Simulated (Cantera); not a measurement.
An isothermal plug-flow reactor at 848 K and 500000 Pa (inlet), inlet velocity 0.31 m/s, active area per volume 450 1/m; feed CH4 : O2 : N2 : H2O = 0.0022 : 0.035 : 0.79 : 0.0055 (molar parts), equivalence ratio 0.13.

Model: Deutschmann's 1995 Pt surface mechanism with GRI-Mech 3.0 gas chemistry, integrated in Cantera. Catalytic surfaces can have several steady states; this one follows from the mechanism file's or the stated starting coverage. Mass transfer to the wall is taken as infinitely fast.

Predict: x(CH4) at z = 0.037 m; x(O2) at z = 0.037 m; x(H2O) at z = 0.037 m; x(CO2) at z = 0.037 m; x(CO) at z = 0.037 m; θ(free Pt) at the exit; θ(O*) at the exit; θ(OH*) at the exit.


| Item | Result |
|---|---|
| x(CH4) at z = 0.037 m | 0.00232 |
| x(O2) at z = 0.037 m | 0.0414 |
| x(H2O) at z = 0.037 m | 0.00724 |
| x(CO2) at z = 0.037 m | 0.000319 |
| x(CO) at z = 0.037 m | 4.14e-7 |
| θ(free Pt) at the exit | 0.0476 |
| θ(O*) at the exit | 0.949 |
| θ(OH*) at the exit | 0.00339 |
